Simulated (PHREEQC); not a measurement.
Solution (25 °C): 0.0047 mol/kgw MgCl2, 0.09 mol/kgw NaHCO3 and 6.8e-05 mol/kgw NaCl. Closed to the air; pH follows from the charge balance.

The numbers come from PHREEQC with the Pitzer model, pitzer.dat.

This is a speciation only: nothing precipitates in the calculation.

Question: Estimate the pH, specific conductance, density.

Answer: pH 8.01; specific conductance 7980 µS/cm; density 1.003 g/cm³.

Question: In which forms is C present?

Answer: HCO3- 96 %, CO2 1.8 %, CO3-2 1.4 % of the C.

Examples of supersaturated solids here: Magnesite (slow to form). Others may be too.
